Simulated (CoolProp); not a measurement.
Methane along the isobar 1.79 MPa: Z from the reference equation and from simpler models built on Tc = 190.6 K, pc = 4.599 MPa, ω = 0.011; each cubic takes its own stable root.

Computed with CoolProp (reference Helmholtz-energy equation of state, Setzmann 1991).

| T (K) | phase | reference | van der Waals | Redlich-Kwong | Soave-Redlich-Kwong | Peng-Robinson |
|---|---|---|---|---|---|---|
| 105.3 | liquid | 0.07576 | 0.1101 | (withheld) | 0.07575 | 0.06722 |
| 134.1 | liquid | 0.06618 | 0.09639 | 0.06661 | 0.06732 | 0.05953 |
| 191.6 | gas | (withheld) | 0.8726 | 0.8563 | 0.8563 | 0.8422 |
| 220.4 | gas | 0.9120 | 0.9139 | 0.9099 | 0.9105 | 0.8981 |
| 249.1 | gas | 0.9418 | (withheld) | 0.9400 | 0.9414 | 0.9305 |
| 277.9 | gas | 0.9604 | 0.9554 | 0.9587 | 0.9607 | 0.9512 |
| 306.6 | gas | 0.9725 | 0.9667 | 0.9710 | 0.9735 | 0.9650 |
| 335.4 | gas | 0.9809 | 0.9748 | 0.9794 | 0.9823 | 0.9747 |
| 364.1 | gas | 0.9869 | 0.9808 | 0.9854 | 0.9885 | 0.9816 |
| 392.9 | gas | 0.9912 | 0.9853 | 0.9897 | 0.9930 | 0.9868 |
| 421.6 | gas | 0.9945 | 0.9888 | 0.9929 | 0.9963 | 0.9906 |

**Question.** What belongs in the gaps?

**Answer.** 
- 105.3, Redlich-Kwong: 0.07465
- 191.6, reference: 0.8580
- 249.1, van der Waals: 0.9389
